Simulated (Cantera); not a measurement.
Input: 1 mol MgCO₃, 0.88 mol C, 0.033 mol H₂, at 1325 °C and 57000 Pa.

Method: chemical equilibrium by Gibbs-energy minimisation in Cantera with the NASA 1993 tables (ideal gas, pure condensed phases). Candidate condensed phases: C, C₆H₆, C₇H₈, C₈H₁₈, H₂O, Mg, MgCO₃, MgO, Mg(OH)₂; 116 gas species. The numbers say what is thermodynamically allowed, not how fast it happens.

Base state: CO 0.923, CO₂ 0.0599, H₂ 0.0144, H₂O 0.00281 (mole fractions); condensed: MgO(s).

What changes in the equilibrium state with this change: temperature from 1325 °C to 402 °C?


```csv
species,before,after
CO₂,0.0599,0.956
H₂O,0.00281,0.0278
CO,0.923,0.0118
H₂,0.0144,0.00410
CH₄,<1e-9,0.000140
"MgO(s), mol",1.00,1.00
"C(graphite), mol",0,0.888
```
